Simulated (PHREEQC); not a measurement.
Make-up at 45 °C: 0.29 mol CdSO4, 0.04 mol H3BO3 and 3.4e-05 mol HCl per kg of water. Closed to the air; pH follows from the charge balance.

The numbers come from PHREEQC with the ion-association model, phreeqc.dat.

```json
[
 {"quantity": "pH", "before": "4.97", "after": "4.85"},
 {"quantity": "ionic strength (mol/kgw)", "before": "0.472", "after": "0.485"},
 {"quantity": "Cd+2 (mol/kgw)", "before": "0.118", "after": "0.121"},
 {"quantity": "CdSO4 (mol/kgw)", "before": "0.115", "after": "0.107"},
 {"quantity": "SO4-2 (mol/kgw)", "before": "0.0615", "after": "0.0593"},
 {"quantity": "Cd(SO4)2-2 (mol/kgw)", "before": "0.0565", "after": "0.0619"}
]
```

Which change was made?
A. H3BO3 left out
B. diluted 2-fold with water
C. temperature from 45 to 10 °C
D. HCl replaced by AlCl3 at the same molality
E. HCl from 3.4e-05 to 6.8e-05 mol/kgw

C, temperature from 45 to 10 °C

This is a speciation only: nothing precipitates in the calculation. Away from 25 °C the constants follow the database's enthalpies or fits; those with neither stay at their 25 °C values.
